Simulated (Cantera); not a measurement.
An adiabatic, constant-pressure homogeneous reactor starts with H₂ : O₂ : N₂ = 1 : 0.333 : 1.25 (molar parts), equivalence ratio 1.5, at 1098 K and 760 Torr.

Computed with Cantera and the H2/O2 subset of GRI-Mech 3.0, which has no nitrogen chemistry.

One state of this run: T (K) = 2711; x H₂ = 0.143; x O₂ = 0.000871; x O = 0.00112; x HO₂ = 6.46e-7; x H = 0.0224; x H₂O₂ = 8.80e-8. x: mole fraction; the columns are a selection and need not sum to one.

Question: Which value of t (s) does it belong to?
(A) 0.000159
(B) 0.0541
(C) 8.60e-6
(D) 3.69e-5

Answer: B, 0.0541
